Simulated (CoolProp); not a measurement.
A single-stage vapour-compression cycle with propane: evaporating at 219.15 K (dew point), condensing at 255.15 K (bubble point), superheat 2 K, subcooling 2 K, compressor efficiency 0.8, no pressure losses. Each further row changes one setting.

Computed with CoolProp (reference Helmholtz-energy equation of state, Lemmon 2009).

| case | cooling COP | pressure ratio | discharge temperature (K) | refrigerating effect (kJ/kg) | volumetric capacity (kJ/m³) |
|---|---|---|---|---|---|
| as stated | 4.32 | 4.52 | 282.2 | 363 | 518 |
| evaporating temperature 224.15 K | 5.22 | 3.55 | 277.8 | 369 | 660 |
| condensing temperature 250.15 K | 5.12 | 3.77 | ___ | 375 | 535 |
| subcooling 7 K | ___ | 4.52 | 282.2 | 375 | 535 |
| superheat 12 K | 4.28 | 4.52 | 292.8 | 377 | 513 |
| compressor efficiency 0.7 | 3.78 | 4.52 | ___ | 363 | 518 |

Question: Some entries are withheld; supply them.

Answer: 
- condensing temperature 250.15 K, discharge temperature (K): 274.7
- subcooling 7 K, cooling COP: 4.46
- compressor efficiency 0.7, discharge temperature (K): 289.3
